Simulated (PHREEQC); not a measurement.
Consider water at 62 °C with 0.0013 mol KHCO3, 0.01 mol NH3 and 0.00026 mol LiCl per kg of water. Closed to the air; pH follows from the charge balance.

The numbers come from PHREEQC with the ion-association model, phreeqc.dat.

This is a speciation only: nothing precipitates in the calculation.

Problem. What pH, specific conductance, ionic strength does the model give?

Solution. pH 9.47; specific conductance 600 µS/cm; ionic strength 0.00241 mol/kgw.

Problem. In which forms is C present?

Solution. HCO3- 80 %, CO3-2 20 % of the C.

Away from 25 °C the constants follow the database's enthalpies or fits; those with neither stay at their 25 °C values.
